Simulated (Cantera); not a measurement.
An adiabatic, constant-volume homogeneous reactor starts with CO : H₂ : CH₄ : O₂ : N₂ = 1 : 0.19 : 0.28 : 0.679 : 2.55 (molar parts), equivalence ratio 1.7, at 1350 K and 1.01 bar.

Model: GRI-Mech 3.0 (53 species, 325 reactions), integrated in Cantera.

x: mole fraction; the columns are a selection and need not sum to one.

```json
[
 {"t (s)": "5.00e-6", "T (K)": "1350", "P (bar)": "1.01", "x CO": "0.213", "x H₂": "0.0404", "x CH₄": "0.0596", "x CH₂CO": "<1e-12", "x CH₂O": "7.44e-10", "x NO": "<1e-12"},
 {"t (s)": "1.52e-5", "T (K)": "1350", "P (bar)": "1.01", "x CO": "0.213", "x H₂": "0.0404", "x CH₄": "0.0596", "x CH₂CO": "8.80e-12", "x CH₂O": "(withheld)", "x NO": "<1e-12"},
 {"t (s)": "4.60e-5", "T (K)": "1350", "P (bar)": "1.01", "x CO": "0.213", "x H₂": "0.0404", "x CH₄": "0.0596", "x CH₂CO": "1.59e-10", "x CH₂O": "(withheld)", "x NO": "<1e-12"},
 {"t (s)": "0.000140", "T (K)": "1351", "P (bar)": "1.01", "x CO": "0.213", "x H₂": "0.0404", "x CH₄": "0.0594", "x CH₂CO": "1.79e-8", "x CH₂O": "(withheld)", "x NO": "<1e-12"},
 {"t (s)": "0.000423", "T (K)": "1481", "P (bar)": "1.11", "x CO": "0.213", "x H₂": "0.0413", "x CH₄": "0.0463", "x CH₂CO": "0.000124", "x CH₂O": "(withheld)", "x NO": "3.31e-10"},
 {"t (s)": "0.00128", "T (K)": "2894", "P (bar)": "2.17", "x CO": "0.187", "x H₂": "0.0339", "x CH₄": "<1e-12", "x CH₂CO": "<1e-12", "x CH₂O": "5.54e-9", "x NO": "0.00458"},
 {"t (s)": "0.00389", "T (K)": "2891", "P (bar)": "2.17", "x CO": "0.187", "x H₂": "0.0340", "x CH₄": "<1e-12", "x CH₂CO": "<1e-12", "x CH₂O": "5.56e-9", "x NO": "0.00519"},
 {"t (s)": "0.0118", "T (K)": "2891", "P (bar)": "2.17", "x CO": "0.187", "x H₂": "0.0340", "x CH₄": "<1e-12", "x CH₂CO": "<1e-12", "x CH₂O": "5.56e-9", "x NO": "0.00519"},
 {"t (s)": "0.0358", "T (K)": "2891", "P (bar)": "2.17", "x CO": "0.187", "x H₂": "0.0340", "x CH₄": "<1e-12", "x CH₂CO": "<1e-12", "x CH₂O": "5.56e-9", "x NO": "0.00519"},
 {"t (s)": "0.109", "T (K)": "2891", "P (bar)": "2.17", "x CO": "0.187", "x H₂": "0.0340", "x CH₄": "<1e-12", "x CH₂CO": "<1e-12", "x CH₂O": "5.56e-9", "x NO": "0.00519"},
 {"t (s)": "0.330", "T (K)": "2891", "P (bar)": "2.17", "x CO": "0.187", "x H₂": "0.0340", "x CH₄": "<1e-12", "x CH₂CO": "<1e-12", "x CH₂O": "5.56e-9", "x NO": "0.00519"},
 {"t (s)": "1.00", "T (K)": "2891", "P (bar)": "2.17", "x CO": "0.187", "x H₂": "0.0340", "x CH₄": "<1e-12", "x CH₂CO": "<1e-12", "x CH₂O": "5.56e-9", "x NO": "0.00519"}
]
```

Fill in the missing entries.


- 1.52e-5, x CH₂O: 1.19e-8
- 4.60e-5, x CH₂O: 2.13e-7
- 0.000140, x CH₂O: 1.53e-5
- 0.000423, x CH₂O: 0.00135
